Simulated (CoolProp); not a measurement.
The numbers come from the reference Helmholtz-energy equation of state, Beckmüller 2019 in CoolProp.

**Question.** For n-octane, give the phase and the cp (kJ/(kg K)), cv (kJ/(kg K)), speed of sound (m/s) at 318 K and 44.1 bar; 385.5 K and 0.349 bar; 451.2 K and 0.366 bar.

**Answer.** 
- 318 K and 44.1 bar: liquid; cp 2.29, cv 1.86, speed of sound 1120
- 385.5 K and 0.349 bar: gas; cp 2.05, cv 1.97, speed of sound 167
- 451.2 K and 0.366 bar: gas; cp 2.32, cv 2.25, speed of sound 182
